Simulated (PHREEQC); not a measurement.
Consider water at 20 °C with 56 mmol/kgw Al2(SO4)3, 8.3 mmol/kgw HCl and 24 mmol/kgw Na2SO4. Closed to the air; pH follows from the charge balance.

Equilibrium calculation in PHREEQC: ion-association model, wateq4f.dat.

No solid was allowed to form.

Problem. Estimate the pH.

Solution. pH 2.56.

Problem. In which forms is Na present?

Solution. Na+ 94 %, NaSO4- 6.5 % of the Na.

Species that the database lacks are ignored.
